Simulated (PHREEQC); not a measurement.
**Copper plating or etch bath: speciation**

Solution (25 °C): 0.00079 mol CuCl2, 0.0067 mol HNO3 and 0.0027 mol H3BO3 per kg of water. Closed to the air; pH follows from the charge balance.

All values are PHREEQC results (ion-association model, phreeqc.dat), not measurements.

pH: 2.21
ionic strength: 0.00907 mol/kgw
specific conductance: 2820 µS/cm
total alkalinity: -6.70 meq/kg

| species | molality | activity | log γ |
|---|---|---|---|
| H+ | 0.00670 | 0.00614 | -0.038 |
| NO3- | 0.00670 | 0.00605 | -0.044 |
| H3BO3 | 0.00270 | 0.00271 | 0.001 |
| Cl- | 0.00158 | 0.00143 | -0.043 |
| Cu+2 | 0.000788 | 0.000540 | -0.164 |
| CuCl+ | 2.29e-6 | 2.08e-6 | -0.043 |
| CuCl2 | 1.59e-9 | 1.59e-9 | 0.001 |

No solid was allowed to form.
